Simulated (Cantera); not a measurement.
## Premixed flame

A freely propagating, adiabatic, planar premixed flame of 4.76 % CH₄, 4.76 % C₂H₆, 23.8 % O₂, 66.7 % N₂, unburnt at 700 K and 1050 Torr; mixture-averaged transport, grid criteria slope 0.08 and curve 0.16, no radiation.

Detailed kinetics in Cantera: GRI-Mech 3.0 (53 species, 325 reactions). Burning velocities carry a grid error of a few per cent, more on coarse grids.

```csv
z (mm),T (K),u (m/s),x CH₄,x C₂H₆,x O₂,x C₂H₄,x H₂,x NO
-0.482,700,2.46,0.0475,0.0476,0.238,2.24e-7,0.00134,<1e-8
-0.321,701,2.48,0.0474,0.0474,0.237,4.64e-6,0.00419,<1e-8
-0.241,707,2.51,0.0470,0.0472,0.236,3.33e-5,0.00791,2.74e-8
-0.161,754,2.70,0.0454,0.0460,0.230,0.000356,0.0156,2.47e-7
-0.0804,1143,4.21,0.0357,0.0329,0.191,0.00358,0.0297,3.25e-6
-0.0402,1594,6.04,0.0229,0.0127,0.140,0.00586,0.0372,8.86e-6
0,2013,7.79,0.00772,0.000800,0.0831,0.00251,0.0386,2.00e-5
0.0402,2216,8.63,0.00109,5.10e-6,0.0467,0.000198,0.0328,3.67e-5
0.0804,2274,8.84,8.42e-5,<1e-8,0.0307,5.43e-6,0.0281,5.13e-5
0.161,2316,8.95,3.33e-7,<1e-8,0.0217,<1e-8,0.0262,6.72e-5
0.321,2369,9.10,<1e-8,<1e-8,0.0183,<1e-8,0.0262,8.61e-5
0.643,2438,9.32,<1e-8,<1e-8,0.0160,<1e-8,0.0248,0.000123
1.29,2519,9.58,<1e-8,<1e-8,0.0134,<1e-8,0.0227,0.000202
```
x: mole fraction of selected species; z is measured from the peak of heat release.

```
Item                         Value
------------------------  --------
laminar burning velocity  246 cm/s
thermal thickness         0.161 mm
peak x(C₂H₄)               0.00586
peak x(H₂)                  0.0392
grid points                    156
```
